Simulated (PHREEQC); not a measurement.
A solution holds 0.022 mol MnSO4 per kg of water, at 25 °C. It is in equilibrium with CO2 at log p = -3.5 (atm). Otherwise closed; pH follows from the charge balance.

Computed with PHREEQC (ion-association model, wateq4f.dat).

```
quantity                   before     after
------------------------  -------  --------
pH                           5.65      5.66
ionic strength (mol/kgw)   0.0578  0.000857
SO4-2 (mol/kgw)            0.0145  0.000214
HCO3- (mol/kgw)           2.62e-6   2.26e-6
HSO4- (mol/kgw)           1.71e-6   4.13e-8
```

**Question.** Which change was made?
A. diluted 100-fold with water
B. MnSO4 from 0.022 to 0.0022 mol/kgw
C. diluted 10-fold with water
D. temperature from 25 to 70 °C
E. temperature from 25 to 20 °C

**Answer.** A, diluted 100-fold with water

Precipitation was switched off in this run.
